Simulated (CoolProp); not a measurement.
A single-stage vapour-compression cycle with the fluid: evaporating at 198.15 K (dew point), condensing at 223.15 K (bubble point), superheat 10 K, subcooling 8 K, compressor efficiency 0.9, no pressure losses. The same conditions are run with several fluids, on thermodynamics alone (safety and materials aside).

Values from CoolProp's reference Helmholtz-energy equation of state of each fluid (CH3F (R41): Lemmon 2006; CH2F2 (R32): Tillner-Roth 1997; chlorine: Thol 2021; nitrous oxide: Lemmon 2006; R143a: Lemmon and Jacobsen 2000; carbonyl sulfide: Lemmon 2006).

| fluid | cooling COP | pressure ratio | discharge temperature (K) | refrigerating effect (kJ/kg) | volumetric capacity (kJ/m³) |
|---|---|---|---|---|---|
| CH3F (R41) | 6.33 | 3.20 | 279.8 | ___ | 1140 |
| CH2F2 (R32) | 6.31 | 4.21 | 289.5 | ___ | 309 |
| chlorine | 6.16 | 4.37 | 312.1 | 297 | ___ |
| nitrous oxide | 6.32 | 3.04 | 277.0 | 337 | 1900 |
| R143a | 6.69 | 4.05 | 253.7 | 231 | 249 |
| carbonyl sulfide | 6.39 | 3.75 | 285.1 | ___ | 296 |

Q: Complete the blanks.

A: 
- CH3F (R41), refrigerating effect (kJ/kg): 459
- CH2F2 (R32), refrigerating effect (kJ/kg): 387
- chlorine, volumetric capacity (kJ/m³): 132
- carbonyl sulfide, refrigerating effect (kJ/kg): 311
